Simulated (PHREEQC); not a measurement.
Metal-bearing waste water

Consider water at 25 °C with 0.009 mol FeCl3, 0.024 mol MgSO4 and 0.073 mol NaCl per kg of water. Closed to the air; pH follows from the charge balance.

Equilibrium calculation in PHREEQC: ion-association model, wateq4f.dat.

Precipitation was switched off in this run.

Problem. Predict the pH.

Solution. pH 2.82.

Problem. In which forms is S present?

Solution. SO4-2 46 %, MgSO4 22 %, FeSO4+ 20 %, NaSO4- 5.2 %, Fe(SO4)2- 3.1 %, HSO4- 2.9 % of the S.

Saturation is exceeded, for instance for Jarosite-Na, Hematite (slow to form); the values hold only as long as no solid forms. Species that the database lacks are ignored.
